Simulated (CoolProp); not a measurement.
A simple Rankine cycle with C3F8 (R218): condensing at 288.15 K, boiler at 1.77 MPa, turbine inlet 439 K, turbine efficiency 0.65, pump efficiency 0.6, no recuperator. Each further row changes one setting.

Computed with CoolProp (reference Helmholtz-energy equation of state, Lemmon 2006). It is a short technical equation, of lower accuracy than the large ones.

```tsv
case	thermal efficiency (%)	net work (kJ/kg)	heat in (kJ/kg)	turbine exit temperature (K)	volume ratio over the turbine
as stated	4.7	10.1	215	422.4	2.75
condensing temperature 280.15 K	5.7	12.7	223	418.9	3.49
boiler pressure 1.24 MPa	3.1	6.79	218	428.8	1.90
turbine efficiency 0.55	3.9	8.30	215	424.2	2.76
```
